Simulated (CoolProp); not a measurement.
Vapour-liquid equilibrium of R22 (1) + R11 (2) at 2.45 °C; x and y are mole fractions of (1).

Values from CoolProp's multi-fluid Helmholtz-energy mixture model, Kamei 1995 and Jacobsen 1992; pair parameters Bell 2016.

Problem. Give the bubble pressure and the first vapour's composition at x = 0.45, 0.55, 0.65. Is there an azeotrope?

Solution. x = 0.45: 3.027 bar, y = 0.899; x = 0.55: 3.439 bar, y = 0.921; x = 0.65: 3.841 bar, y = 0.940. No azeotrope shows between x = 0.05 and 0.95.

Pair parameters are fitted to limited data, so mixtures are less certain than the pure fluids.
